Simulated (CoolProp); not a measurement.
trans-2-butene along the isotherm 525 K: Z from the reference equation and from simpler models built on Tc = 428.6 K, pc = 4.019 MPa, ω = 0.210; each cubic takes its own stable root.

The numbers come from the reference Helmholtz-energy equation of state, Lemmon 2005 in CoolProp. It is a short technical equation, of lower accuracy than the large ones.

```json
[
 {"p (MPa)": "1.34", "phase": "gas", "reference": "0.9401", "Redlich-Kwong": "0.9364", "Soave-Redlich-Kwong": "[?]", "Peng-Robinson": "0.9338"},
 {"p (MPa)": "2.68", "phase": "gas", "reference": "0.8776", "Redlich-Kwong": "0.8702", "Soave-Redlich-Kwong": "0.8860", "Peng-Robinson": "0.8677"},
 {"p (MPa)": "4.02", "phase": "supercritical", "reference": "0.8134", "Redlich-Kwong": "0.8016", "Soave-Redlich-Kwong": "0.8284", "Peng-Robinson": "0.8029"},
 {"p (MPa)": "5.36", "phase": "supercritical", "reference": "0.7491", "Redlich-Kwong": "0.7326", "Soave-Redlich-Kwong": "0.7727", "Peng-Robinson": "0.7418"},
 {"p (MPa)": "6.7", "phase": "supercritical", "reference": "[?]", "Redlich-Kwong": "0.6684", "Soave-Redlich-Kwong": "0.7226", "Peng-Robinson": "0.6881"},
 {"p (MPa)": "8.04", "phase": "supercritical", "reference": "0.6374", "Redlich-Kwong": "0.6192", "Soave-Redlich-Kwong": "0.6836", "Peng-Robinson": "0.6468"},
 {"p (MPa)": "9.38", "phase": "supercritical", "reference": "0.6014", "Redlich-Kwong": "0.5932", "Soave-Redlich-Kwong": "0.6598", "Peng-Robinson": "0.6211"},
 {"p (MPa)": "10.7", "phase": "supercritical", "reference": "0.5836", "Redlich-Kwong": "0.5883", "Soave-Redlich-Kwong": "0.6515", "Peng-Robinson": "0.6105"},
 {"p (MPa)": "12.1", "phase": "supercritical", "reference": "0.5815", "Redlich-Kwong": "0.5975", "Soave-Redlich-Kwong": "0.6555", "Peng-Robinson": "0.6115"},
 {"p (MPa)": "13.4", "phase": "supercritical", "reference": "0.5906", "Redlich-Kwong": "0.6137", "Soave-Redlich-Kwong": "0.6673", "Peng-Robinson": "0.6202"},
 {"p (MPa)": "14.7", "phase": "supercritical", "reference": "0.6064", "Redlich-Kwong": "0.6344", "Soave-Redlich-Kwong": "0.6842", "Peng-Robinson": "0.6339"},
 {"p (MPa)": "16.1", "phase": "supercritical", "reference": "0.6282", "Redlich-Kwong": "0.6595", "Soave-Redlich-Kwong": "0.7060", "Peng-Robinson": "[?]"},
 {"p (MPa)": "17.4", "phase": "supercritical", "reference": "0.6511", "Redlich-Kwong": "0.6845", "Soave-Redlich-Kwong": "0.7286", "Peng-Robinson": "0.6716"},
 {"p (MPa)": "18.8", "phase": "supercritical", "reference": "0.6777", "Redlich-Kwong": "0.7126", "Soave-Redlich-Kwong": "0.7545", "Peng-Robinson": "0.6941"},
 {"p (MPa)": "20.1", "phase": "supercritical", "reference": "0.7035", "Redlich-Kwong": "0.7394", "Soave-Redlich-Kwong": "0.7796", "Peng-Robinson": "0.7160"}
]
```

Task: Fill in the missing entries.

Result: 
- 1.34, Soave-Redlich-Kwong: 0.9435
- 6.7, reference: 0.6886
- 16.1, Peng-Robinson: 0.6523
